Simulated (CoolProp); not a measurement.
Vapour-liquid equilibrium of R125 (1) + R227EA (2) at 12.15 °C; x and y are mole fractions of (1).

Values from CoolProp's multi-fluid Helmholtz-energy mixture model, Lemmon 2005 and Lemmon 2016; pair parameters Bell 2016.

Problem. Give the bubble pressure and the first vapour's composition at x = 0.35, 0.5, 0.95. Is there an azeotrope?

Solution. x = 0.35: 0.5189 MPa, y = 0.591; x = 0.5: 0.6173 MPa, y = 0.725; x = 0.95: 0.9301 MPa, y = 0.979. No azeotrope shows between x = 0.05 and 0.95.

The pair parameters rest on a limited set of measurements; away from them the model extrapolates.
